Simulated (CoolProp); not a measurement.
Vapour-liquid equilibrium of cyclohexane (1) + n-octane (2) at 65.35 °C; x and y are mole fractions of (1).

Model: multi-fluid Helmholtz-energy mixture model, Zhou 2014 and Beckmüller 2019; pair parameters Bell 2016, in CoolProp.

```
x      bubble pressure (bar)  y at the bubble point  dew pressure at overall composition x (bar)  liquid density (mol/L)
-----  ---------------------  ---------------------  -------------------------------------------  ----------------------
0.05                  0.1560                  0.198                                       0.1369                   5.924
0.125                 0.1932                  0.401                                       0.1460                   6.082
0.2                   0.2305                  0.540                                       0.1564                   6.248
0.275                 0.2679                  0.640                                       0.1683                   6.422
0.35                  0.3051                  0.716                                       0.1822                   6.605
0.425                 0.3421                  0.775                                       0.1987                   6.799
0.5                        ?                  0.822                                       0.2184                   7.004
0.575                 0.4156                  0.861                                       0.2424                   7.220
0.65                  0.4521                  0.894                                            ?                   7.450
0.725                 0.4886                  0.922                                       0.3105                       ?
0.8                   0.5250                  0.947                                       0.3609                   7.952
0.875                 0.5616                  0.969                                       0.4301                   8.229
0.95                       ?                  0.988                                       0.5298                   8.524
```

Question: Fill in the missing entries.

Answer: 
- 0.5, bubble pressure (bar): 0.3790
- 0.65, dew pressure at overall composition x (bar): 0.2723
- 0.725, liquid density (mol/L): 7.693
- 0.95, bubble pressure (bar): 0.5983

No azeotrope shows between x = 0.05 and 0.95.

Pair parameters are fitted to limited data, so mixtures are less certain than the pure fluids.
